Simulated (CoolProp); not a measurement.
The fluid at 162.23 K and 2.63 MPa flows at 2.4 m/s in a round tube of 100 mm bore and 45 µm roughness, fully developed (64/Re and Nu = 3.66 if laminar; Colebrook and Gnielinski if turbulent). The same conditions are run with several fluids, on thermodynamics alone (safety and materials aside).

Model: reference Helmholtz-energy equation of state of each fluid (methane: Setzmann 1991; R22: Kamei 1995; n-pentane: Thol 2019; R124: de Vries 1995; R152A: Outcalt 1996), in CoolProp.

```
fluid      Reynolds number  Darcy friction factor  pressure drop (Pa/m)  heat-transfer coefficient (W/(m² K))  mass flow (kg/h)
---------  ---------------  ---------------------  --------------------  ------------------------------------  ----------------
methane            1700000                 0.0166                   [?]                                  5720             22700
R22                 336000                 0.0178                   821                                  3210            109000
n-pentane              [?]                 0.0177                   382                                   [?]             50700
R124                   [?]                 0.0194                   975                                   [?]               [?]
R152A                  [?]                 0.0188                   [?]                                  2540             80100
```

Question: Fill in the missing entries.

Answer: 
- methane, pressure drop (Pa/m): 160
- n-pentane, Reynolds number: 349000
- n-pentane, heat-transfer coefficient (W/(m² K)): 3190
- R124, Reynolds number: 133000
- R124, heat-transfer coefficient (W/(m² K)): 1640
- R124, mass flow (kg/h): 118000
- R152A, Reynolds number: 174000
- R152A, pressure drop (Pa/m): 640

Transport values come from each fluid's own correlations; those of R22, n-pentane, R124, R152A are estimates that may be off by 10 % or more.
